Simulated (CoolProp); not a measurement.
A simple Rankine cycle with water: condensing at 290.15 K, boiler at 2.85 MPa, turbine inlet 654.2 K, turbine efficiency 0.6, pump efficiency 0.8, no recuperator. Each further row changes one setting.

Model: reference Helmholtz-energy equation of state, Wagner 2002, in CoolProp.

```tsv
case	thermal efficiency (%)	net work (kJ/kg)	heat in (kJ/kg)	turbine exit temperature (K)	volume ratio over the turbine
as stated	22.9	714	3120	290.1	664
turbine inlet 674.2 K	23.1	729	3160	290.1	649
condensing temperature 282.15 K	23.7	746	3150	282.2	1080
boiler pressure 1.99 MPa	22.1	692	3130	290.1	465
turbine efficiency 0.5	19.1	594	3120	322.7	757
```

The expansion ends wet for: as stated; turbine inlet 674.2 K; condensing temperature 282.15 K; boiler pressure 1.99 MPa.
